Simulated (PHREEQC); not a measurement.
# Hard or scaling water: speciation

Make-up at 13 °C: 6.5e-05 mol CaSO4, 0.071 mol Na2HPO4 and 0.004 mol NaCl per kg of water. Closed to the air; pH follows from the charge balance.

The numbers come from PHREEQC with the ion-association model, wateq4f.dat.

This is a speciation only: nothing precipitates in the calculation.

Problem. What pH, ionic strength does the model give?

Solution. pH 9.26; ionic strength 0.206 mol/kgw.

Problem. In which forms is Ca present?

Solution. CaPO4- 78 %, CaHPO4 16 %, Ca+2 6.1 % of the Ca.

Examples of supersaturated solids here: Hydroxyapatite. Others may be too. H3PO4, which wateq4f.dat lacks, is added to it with the constant of phreeqc.dat. At this temperature some constants are extrapolated from 25 °C, and those without enthalpy data are left unchanged.
